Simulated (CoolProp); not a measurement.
Values from CoolProp's reference Helmholtz-energy equation of state, Zhou 2012.

**Question.** Give the vapour pressure (MPa), enthalpy of vaporisation (kJ/kg), liquid cp (kJ/(kg K)), liquid conductivity (mW/(m K)) of saturated o-xylene at 146.35, 159.55 °C.

**Answer.** 
```csv
T (°C),p (MPa),enthalpy of vaporisation (kJ/kg),liquid cp (kJ/(kg K)),liquid conductivity (mW/(m K))
146.35,0.107,341,2.18,100
159.55,0.149,333,2.23,97.2
```

Thermal conductivity comes from a separate model (Mylona 2014).
